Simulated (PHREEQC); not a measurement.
K2CO3 is added in steps, without added water, to 1 kg of water holding 0.1 mol NaBr and 0.00064 mol Na2B4O7, at 25 °C. No CO2 enters from the air. Only these solids could form: Kalicinite, Nahcolite, Natron, Trona, Borax, Boric_acid,s, KB5O8:4H2O, K2B4O7:4H2O, NaBO2:4H2O, NaB5O8:5H2O.

Base run: PHREEQC, Pitzer model, pitzer.dat. Each further column changes one thing. The table gives pH.

```csv
K2CO3 added (mol),base,NaBr left out,Na2B4O7 left out,no solid may form
0,9.10,9.21,6.98,9.10
0.004781,10.29,10.51,10.69,10.29
0.009562,10.56,10.75,10.85,10.56
0.01434,10.70,10.87,10.94,10.70
0.01912,10.80,10.94,11.00,10.80
0.02391,10.87,10.99,11.05,10.87
0.02709,10.90,11.02,11.07,10.90
0.03188,10.95,11.06,11.11,10.95
0.03666,10.99,11.09,11.14,10.99
0.04144,11.02,11.12,11.16,11.02
0.04622,11.05,11.14,11.18,11.05
0.051,11.08,11.16,11.20,11.08
```

 Solids allowed in the column 'Na2B4O7 left out': Kalicinite, Nahcolite, Natron, Trona.
